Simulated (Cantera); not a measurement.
# K2SO4 + H2O + CO2 (calcination and drying)

A closed system holds: 1 mol K2SO4, 0.28 mol H2O, 9.7 mol CO2, held at 0.340 bar.

Equilibrium computed with Cantera from the NASA thermochemical tables; the gas is ideal and each condensed phase is pure. Candidate condensed phases: C, C6H6, C7H8, C8H18, H2O, H2SO4, K, KOH, KO2, K2CO3, K2O, K2O2, K2S, K2SO4, S; 130 gas species. The numbers say what is thermodynamically allowed, not how fast it happens.

From 1175 K to 1325 K the condensed part is K2SO4(s). From 1400 K to 1925 K the condensed part is K2SO4(l). From 2000 K to 2150 K nothing is condensed. The main K-bearing gas is KOH at 1175 K and K at 2150 K.

```tsv
T (K)	x CO2	x K	x SO2	x O2	x KOH	x K2SO4	x H2O	x CO	n K2SO4(s)	n K2SO4(l)
1175	0.972	7.15e-9	3.63e-6	5.33e-6	7.27e-6	9.43e-7	0.0281	6.91e-6	1.000	0
1250	0.972	8.26e-8	1.73e-5	1.91e-5	3.46e-5	5.86e-6	0.0280	2.06e-5	1.000	0
1325	0.972	7.06e-7	6.83e-5	6.11e-5	0.000136	2.89e-5	0.0280	5.33e-5	0.999	0
1400	0.971	4.53e-6	0.000221	0.000173	0.000437	0.000103	0.0278	0.000124	0	0.997
1475	0.970	2.36e-5	0.000619	0.000446	0.00122	0.000307	0.0274	0.000263	0	0.991
1550	0.967	0.000103	0.00156	0.00106	0.00301	0.000813	0.0264	0.000515	0	0.976
1625	0.960	0.000394	0.00354	0.00233	0.00669	0.00194	0.0244	0.000939	0	0.945
1700	0.947	0.00134	0.00732	0.00478	0.0133	0.00424	0.0207	0.00161	0	0.882
1775	0.923	0.00418	0.0137	0.00917	0.0232	0.00858	0.0150	0.00262	0	0.766
1850	0.885	0.0121	0.0233	0.0166	0.0343	0.0162	0.00840	0.00401	0	0.569
1925	0.822	0.0323	0.0368	0.0291	0.0408	0.0290	0.00337	0.00570	0	0.229
2000	0.760	0.0630	0.0524	0.0456	0.0406	0.0267	0.00174	0.00808	0	0
2075	0.721	0.0886	0.0645	0.0598	0.0387	0.0109	0.00161	0.0122	0	0
2150	0.693	0.103	0.0704	0.0695	0.0362	0.00276	0.00213	0.0191	0	0
```
x: gas mole fraction; n: condensed amount in mol.
